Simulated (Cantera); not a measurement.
A closed system holds: 1 mol (CH3)2SiCl2, 0.071 mol C2H4, 1.5 mol H2, 0.0099 mol C3H8, at 1250 K and 28000 Pa.

These are equilibrium values from Cantera (NASA tables, ideal gas, pure condensed phases), not measurements of a reactor. The feed counts by its element totals alone. The tables' values for SiCl3 are old estimates; treat these amounts as uncertain. Equilibrium is a limit: real reactors are often held back by kinetics, nucleation or transport.

```
species             before     after
----------------  --------  --------
H2                   0.720     0.782
HCl                  0.248     0.156
SiCl4               0.0254    0.0511
SiCl2             0.000487   5.52e-5
CH4                0.00160   0.00615
SiCl3              0.00131  0.000450
SiHCl3             0.00262   0.00377
SiH2Cl2            3.68e-5   3.33e-5
C(graphite), mol      1.33      1.44
SiC(s), mol          0.836     0.703
```
Gas species are given as mole fractions.

### Question
Name the change that produced these shifts.
A. C3H8 from 0.0099 to 0.81 mol
B. temperature from 1250 K to 1100 K
C. temperature from 1250 K to 2500 K
D. pressure from 28000 Pa to 39000 Pa

### Answer
B, temperature from 1250 K to 1100 K
